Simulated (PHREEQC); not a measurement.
A solution holds 0.0026 mol/kgw HBr and 0.00093 mol/kgw CaCl2, at 62 °C. Closed to the air; pH follows from the charge balance.

The numbers come from PHREEQC with the ion-association model, wateq4f.dat.

```
quantity                     before   after
---------------------------  ------  ------
pH                             2.62    2.91
SI of Portlandite (Ca(OH)2)  -18.23  -17.91
```

Q: What was changed between the two runs?
(A) diluted 2-fold with water
(B) temperature from 62 to 90 °C
(C) HBr left out
(D) 0.00042 mol/kgw Ca(HCO3)2 added

A: A, diluted 2-fold with water

This is a speciation only: nothing precipitates in the calculation. At this temperature some constants are extrapolated from 25 °C, and those without enthalpy data are left unchanged.
